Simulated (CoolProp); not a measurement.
Vapour pressure (MPa) of ammonia: the reference equation beside estimates from Tc = 405.6 K, pc = 11.36 MPa, ω = 0.256.

Computed with CoolProp (reference Helmholtz-energy equation of state, Gao 2020).

```csv
T (K),reference,Lee-Kesler,van der Waals,Redlich-Kwong,Soave-Redlich-Kwong,Peng-Robinson
232,0.06733,…,0.7453,0.1384,0.06424,0.06644
251.3,0.1749,…,1.186,0.3238,…,0.1733
270.6,0.3898,0.3862,1.775,0.6540,0.3864,0.3875
289.9,0.7715,0.7739,2.533,1.183,0.7734,0.7691
309.2,1.391,1.403,3.473,1.964,…,1.391
328.5,2.330,2.352,4.613,3.051,2.366,…
347.8,3.681,3.706,5.962,4.491,3.745,3.697
367.1,5.546,5.566,7.534,6.333,5.640,5.580
386.4,8.051,8.065,…,8.618,…,8.100
```

Question: Complete the blanks.

Answer: 
- 232, Lee-Kesler: 0.06340
- 251.3, Lee-Kesler: 0.1697
- 251.3, Soave-Redlich-Kwong: 0.1707
- 309.2, Soave-Redlich-Kwong: 1.405
- 328.5, Peng-Robinson: 2.335
- 386.4, van der Waals: 9.337
- 386.4, Soave-Redlich-Kwong: 8.153

Absolute difference from the reference over all 9 rows, mean and median: Lee-Kesler 1.5 and 0.9 %, van der Waals 281.1 and 149.7 %, Redlich-Kwong 47.5 and 41.2 %, Soave-Redlich-Kwong 1.7 and 1.5 %, Peng-Robinson 0.6 and 0.6 %.
